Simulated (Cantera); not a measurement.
Input: 1 mol borazine, 2.8 mol N2, at 1050 K and 135 Torr.

Method: chemical equilibrium by Gibbs-energy minimisation in Cantera with the NASA 1993 tables (ideal gas, pure condensed phases). Candidate condensed phases: B, BN; 15 gas species. The feed counts by its element totals alone. Rates play no part.

Base state: H2 0.517, N2 0.483, NH3 1.97e-5 (mole fractions); condensed: BN(s).

Question: What changes in the equilibrium state with this change: temperature from 1050 K to 2175 K?

Answer: 
```tsv
species	before	after
H2	0.517	0.511
N2	0.483	0.481
H	1.37e-8	0.00822
BH2	<1e-9	7.36e-5
NH3	1.97e-5	7.00e-7
BN(s), mol	3.00	3.00
```
The tables' values for BH2 are old estimates; treat these amounts as uncertain.

Question: What changes in the equilibrium state with this change: borazine replaced by BF3?

Answer: 
```csv
species,before,after
N2,0.483,0.737
BF3,0,0.263
H2,0.517,0
NH3,1.97e-5,0
"BN(s), mol",3.00,0
```
